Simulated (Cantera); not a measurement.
Input: 1 mol Si, a varied amount of HF, at 650 K and 0.0730 bar.

Equilibrium computed with Cantera from the NASA thermochemical tables; the gas is ideal and each condensed phase is pure. Candidate condensed phases: Si; 25 gas species. Equilibrium is a limit: real reactors are often held back by kinetics, nucleation or transport.

x: gas mole fraction; n: condensed amount in mol.

```json
[
 {"n(HF) (mol)": "1.8", "x HF": "5.51e-9", "x H2": "0.663", "x SiF4": "0.326", "x SiHF3": "0.0115", "x SiH2F2": "0.000277", "n Si(s)": "0.546"},
 {"n(HF) (mol)": "4.1", "x HF": "(withheld)", "x H2": "0.645", "x SiF4": "0.323", "x SiHF3": "(withheld)", "x SiH2F2": "<1e-12", "n Si(s)": "0"},
 {"n(HF) (mol)": "6.4", "x HF": "(withheld)", "x H2": "(withheld)", "x SiF4": "(withheld)", "x SiHF3": "(withheld)", "x SiH2F2": "<1e-12", "n Si(s)": "0"},
 {"n(HF) (mol)": "8.7", "x HF": "0.610", "x H2": "0.260", "x SiF4": "0.130", "x SiHF3": "1.63e-11", "x SiH2F2": "<1e-12", "n Si(s)": "0"},
 {"n(HF) (mol)": "11", "x HF": "0.700", "x H2": "0.200", "x SiF4": "0.100", "x SiHF3": "8.41e-12", "x SiH2F2": "<1e-12", "n Si(s)": "0"},
 {"n(HF) (mol)": "13", "x HF": "0.750", "x H2": "0.167", "x SiF4": "0.0833", "x SiHF3": "5.45e-12", "x SiH2F2": "<1e-12", "n Si(s)": "0"},
 {"n(HF) (mol)": "15", "x HF": "0.786", "x H2": "0.143", "x SiF4": "0.0714", "x SiHF3": "3.82e-12", "x SiH2F2": "<1e-12", "n Si(s)": "0"},
 {"n(HF) (mol)": "18", "x HF": "0.824", "x H2": "0.118", "x SiF4": "0.0588", "x SiHF3": "2.47e-12", "x SiH2F2": "<1e-12", "n Si(s)": "0"}
]
```

Task: Some entries are withheld; supply them.

Result: 
- 4.1, x HF: 0.0323
- 4.1, x SiHF3: 1.90e-9
- 6.4, x HF: 0.444
- 6.4, x H2: 0.370
- 6.4, x SiF4: 0.185
- 6.4, x SiHF3: 4.54e-11
